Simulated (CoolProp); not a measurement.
Properties of R1336mzz(E) along the isobar 5.7 MPa (Tc = 403.5 K, pc = 2.779 MPa, ω = 0.413).

Values from CoolProp's reference Helmholtz-energy equation of state, Akasaka 2023.

```tsv
T (K)	phase	density (kg/m³)	cp (kJ/(kg K))	cv (kJ/(kg K))	speed of sound (m/s)	Joule-Thomson coefficient (K/MPa)	fugacity coefficient
207.2	liquid	___	1.172	0.8443	1032	-0.3822	0.0003062
222.6	liquid	1534	1.176	0.8502	955.1	-0.3708	0.001026
238.1	liquid	1498	1.181	0.8566	880.7	-0.3556	0.002836
253.5	liquid	1462	1.189	0.8631	809.3	-0.3359	0.006646
269	liquid	1424	1.197	0.8698	739.7	-0.3103	0.01377
284.5	liquid	1384	1.208	0.8765	672.1	-0.2772	0.02568
299.9	liquid	1343	___	0.8833	606.7	___	0.04375
315.4	liquid	1299	___	0.8905	542.5	-0.1768	0.06955
330.9	liquid	___	1.254	___	480.0	-0.09935	0.1039
346.3	liquid	1200	1.275	0.9062	419.8	0.006826	0.1470
361.8	liquid	1143	1.303	0.9154	361.4	0.1585	0.1992
377.3	liquid	1078	1.338	0.9259	305.6	0.3823	0.2594
392.7	liquid	1005	1.387	0.9379	253.4	0.7283	0.3255
408.2	supercritical	916.9	1.465	0.9519	204.3	1.324	0.3963
```

### Question
Fill in the missing entries.

### Answer

- 207.2, density (kg/m³): 1569
- 299.9, cp (kJ/(kg K)): 1.221
- 299.9, Joule-Thomson coefficient (K/MPa): -0.2341
- 315.4, cp (kJ/(kg K)): 1.236
- 330.9, density (kg/m³): 1251
- 330.9, cv (kJ/(kg K)): 0.8980
